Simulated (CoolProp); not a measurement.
Vapour-liquid equilibrium of CH2F2 (R32) (1) + propylene (2) at 255.7 K; x and y are mole fractions of (1).

The numbers come from the multi-fluid Helmholtz-energy mixture model, Tillner-Roth 1997 and Lemmon 2013; pair parameters Bell 2016 in CoolProp.

```
x      bubble pressure (bar)  y at the bubble point  dew pressure at overall composition x (bar)  liquid density (mol/L)
-----  ---------------------  ---------------------  -------------------------------------------  ----------------------
0.05                   3.895                  0.170                                        3.488                   13.76
0.125                  4.519                  0.320                                        3.733                   14.06
0.2                    4.951                  0.411                                        4.008                   14.39
0.275                  5.245                  0.472                                        4.316                   14.76
0.35                   5.441                  0.515                                        4.657                   15.16
0.425                  5.567                  0.550                                        5.020                   15.61
0.5                    5.643                  0.578                                        5.375                   16.11
0.575                  5.681                  0.604                                        5.636                   16.67
0.65                   5.684                  0.631                                        5.667                   17.30
0.725                  5.647                  0.663                                        5.483                   18.01
0.8                    5.547                  0.704                                        5.213                   18.80
0.875                  5.338                  0.767                                        4.924                   19.68
0.95                   4.928                  0.874                                        4.642                   20.66
```

y crosses x between x = 0.575 and 0.65: the model has an azeotrope there.

Pair parameters are fitted to limited data, so mixtures are less certain than the pure fluids.
